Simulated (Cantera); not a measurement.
## Oxide etching and cleaning by halides: SiO₂ + F₂ + N₂

Input: 1 mol SiO₂, 0.51 mol F₂, 76 mol N₂, equilibrated at 1400 K and 255 Torr.

These are equilibrium values from Cantera (NASA tables, ideal gas, pure condensed phases), not measurements of a reactor. Candidate condensed phases: Si, SiO₂, Si₂N₂O, Si₃N₄; 28 gas species. The tables hold silica as quartz up to 1696 K and as liquid above; real silica turns to tridymite and cristobalite and melts near 1996 K. Equilibrium is a limit: real reactors are often held back by kinetics, nucleation or transport.

```json
{
  "x(N₂)": "0.993",
  "x(SiF₄)": "0.00333",
  "x(O₂)": "0.00328",
  "x(NO)": "0.000102",
  "n(SiO₂(β-quartz))": "0.745 mol",
  "gas_amount": "76.51 mol",
  "log10 activity of Si(s) (absent)": "-21.70"
}
```
